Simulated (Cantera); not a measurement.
# Silicon carbide growth: SiHCl₃ + C₃H₈ + H₂

Charge: 1 mol SiHCl₃, 0.17 mol C₃H₈, a varied amount of H₂, equilibrated at 1848 K and 48.8 Torr.

These are equilibrium values from Cantera (NASA tables, ideal gas, pure condensed phases), not measurements of a reactor. Candidate condensed phases: C, C₆H₆, C₇H₈, C₈H₁₈, Si, SiC; 109 gas species. Mutual solubility and eutectic melting of coexisting phases are not modelled. The tables' values for SiCl, SiCl₃ are old estimates; treat these amounts as uncertain. Gases not in the tables: Si₂H₆ and higher silanes. Rates play no part.

```
n(H₂) (mol)  log p H₂  log p HCl  log p SiCl₂  log p H  log p SiCl  log p SiCl₃  n Si(l)  n SiC(s)
-----------  --------  ---------  -----------  -------  ----------  -----------  -------  --------
27              -1.23      -2.34        -3.00    -3.89       -5.12        -5.12   0.0211     0.510
44              -1.21      -2.50        -3.32    -3.88       -5.28        -5.59    0.130     0.510
72              -1.20      -2.66        -3.66    -3.88       -5.45        -6.11    0.223     0.510
120             -1.20      -2.85        -4.05    -3.87       -5.64        -6.69    0.295     0.510
190             -1.19      -3.03        -4.41    -3.87       -5.82        -7.23    0.338     0.509
310             -1.19      -3.23        -4.80    -3.87       -6.02        -7.82    0.359     0.509
510             -1.19      -3.44        -5.22    -3.87       -6.23        -8.45    0.354     0.508
820             -1.19      -3.64        -5.62    -3.87       -6.43        -9.05    0.320     0.507
1300            -1.19      -3.83        -6.01    -3.87       -6.62        -9.64    0.252     0.506
```
log p: log10 of the partial pressure in bar; n: condensed amount in mol.

From 27 mol H₂ to 1300 mol H₂ the condensed part is Si(l) + SiC(s). The main Si-bearing gas is SiCl₂ at 27 mol H₂ and Si at 1300 mol H₂. The share of Si in condensed phases is highest at 310 mol H₂ (86.8 %) and lowest at 27 mol H₂ (53.1 %).
